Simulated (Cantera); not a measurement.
Charge: 1 mol B, 17 mol H2O, 3 mol NH3, at 1575 K and 13300 Pa.

Cantera equilibrium calculation (NASA polynomials, part measured and part estimated; ideal gas, pure solids and liquids). Candidate condensed phases: B, BN, B2O3, B3O3H3, H2O; 39 gas species. Gases not in the tables: H3BO3. Kinetics and transport are ignored.

Base state: H2O 0.638, H2 0.255, N2 0.0638, HBO2 0.0421, B2O3 0.000125, H 5.75e-5, (HBO2)3 5.42e-5, HBO 1.43e-5 (mole fractions); condensed: gas only.

Task: What changes in the equilibrium state with this change: H2O from 17 to 0.94 mol?

Result: 
| species | before | after |
|---|---|---|
| H2 | 0.255 | 0.797 |
| N2 | 0.0638 | 0.193 |
| HBO2 | 0.0421 | 0.00525 |
| H2O | 0.638 | 0.00177 |
| B2O2 | 4.94e-9 | 3.11e-5 |
| (HBO2)3 | 5.42e-5 | 1.05e-7 |
| HBO | 1.43e-5 | 0.00201 |
| B2O3 | 0.000125 | 0.000699 |
| H | 5.75e-5 | 0.000102 |
| BN(s), mol | 0 | 0.389 |
| B2O3(l), mol | 0 | 0.276 |
Mutual solubility and eutectic melting of coexisting phases are not modelled.

Task: What changes in the equilibrium state with this change: temperature from 1575 K to 1123.15 K?

Result: 
```json
[
 {"species": "H2O", "before": "0.638", "after": "0.670"},
 {"species": "H2", "before": "0.255", "after": "0.261"},
 {"species": "N2", "before": "0.0638", "after": "0.0653"},
 {"species": "HBO2", "before": "0.0421", "after": "0.000576"},
 {"species": "(HBO2)3", "before": "5.42e-5", "after": "0.00317"},
 {"species": "B2O3", "before": "0.000125", "after": "4.67e-9"},
 {"species": "HBO", "before": "1.43e-5", "after": "5.33e-9"},
 {"species": "H", "before": "5.75e-5", "after": "5.98e-8"},
 {"species": "B2O3(l), mol", "before": "0", "after": "0.384"}
]
```
